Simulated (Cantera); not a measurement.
An isothermal, constant-pressure homogeneous reactor starts with H₂ : O₂ : N₂ = 0.0069 : 1 : 2.3 (molar parts), at 1175 K and 1.65 Torr.

Detailed kinetics in Cantera: GRI-Mech 3.0 (53 species, 325 reactions). Radical loss at walls, strong at low pressure, is not modelled.

x: mole fraction; the columns are a selection and need not sum to one.

```tsv
t (s)	x H₂	x O₂	x HO₂	x H	x O
2.00e-6	0.00209	0.302	<1e-12	<1e-12	<1e-12
1.17e-5	0.00209	0.302	<1e-12	<1e-12	<1e-12
6.79e-5	0.00209	0.302	4.00e-12	3.86e-12	<1e-12
0.000395	0.00209	0.302	2.33e-11	1.91e-11	4.30e-12
0.00230	0.00209	0.302	1.36e-10	5.59e-11	8.75e-11
0.0134	0.00209	0.302	7.92e-10	1.59e-10	1.16e-9
0.0782	0.00209	0.302	4.69e-9	1.15e-8	1.39e-7
0.455	[?]	0.300	[?]	[?]	[?]
2.65	5.80e-6	0.301	3.84e-8	6.25e-5	0.00171
15.4	3.72e-6	0.301	3.10e-8	3.17e-5	0.00108
90.0	7.75e-7	0.302	1.35e-8	2.95e-6	0.000220
```

**Question.** What belongs in the gaps?

**Answer.** 
- 0.455, x H₂: 8.50e-6
- 0.455, x HO₂: 4.19e-8
- 0.455, x H: 7.52e-5
- 0.455, x O: 0.00185
